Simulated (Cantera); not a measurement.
# Equilibrium for oxide etching and cleaning by halides: CuO + HF

Charge: 1 mol CuO, 6.5 mol HF, held at 69000 Pa.

Cantera equilibrium calculation (NASA polynomials, part measured and part estimated; ideal gas, pure solids and liquids). Candidate condensed phases: Cu, CuF₂, CuO, Cu(OH)₂, Cu₂O, H₂O; 27 gas species. Mutual solubility and eutectic melting of coexisting phases are not modelled. Equilibrium is a limit: real reactors are often held back by kinetics, nucleation or transport.

At 1173 K the condensed part is CuF₂(l) + CuO(s) + Cu₂O(s). At 1198 K the condensed part is CuO(s) + Cu₂O(s). From 1223 K to 1373 K the condensed part is Cu₂O(s). The main Cu-bearing gas is CuF₂ at 1173 K and CuF at 1373 K. The share of Cu in condensed phases is highest at 1173 K (99.1 %) and lowest at 1373 K (96.0 %).

| T (K) | log p HF | log p O₂ | log p H₂O | log p CuF | log p CuF₂ | n CuF₂(l) | n CuO(s) | n Cu₂O(s) |
|---|---|---|---|---|---|---|---|---|
| 1173 | -0.17 | -1.85 | -2.95 | -3.78 | -3.14 | 0.00293 | 0.449 | 0.270 |
| 1198 | -0.18 | -1.61 | -2.94 | -3.60 | -3.00 | 0 | 0.0260 | 0.481 |
| 1223 | -0.18 | -1.60 | -2.89 | -3.44 | -2.95 | 0 | 0 | 0.493 |
| 1248 | -0.18 | -1.60 | -2.83 | -3.28 | -2.92 | 0 | 0 | 0.492 |
| 1273 | -0.18 | -1.60 | -2.78 | -3.13 | -2.88 | 0 | 0 | 0.490 |
| 1298 | -0.18 | -1.60 | -2.72 | -3.00 | -2.85 | 0 | 0 | 0.488 |
| 1323 | -0.18 | -1.60 | -2.66 | -2.86 | -2.83 | 0 | 0 | 0.486 |
| 1348 | -0.18 | -1.60 | -2.61 | -2.74 | -2.81 | 0 | 0 | 0.483 |
| 1373 | -0.18 | -1.60 | -2.55 | -2.62 | -2.79 | 0 | 0 | 0.480 |
log p: log10 of the partial pressure in bar; n: condensed amount in mol.
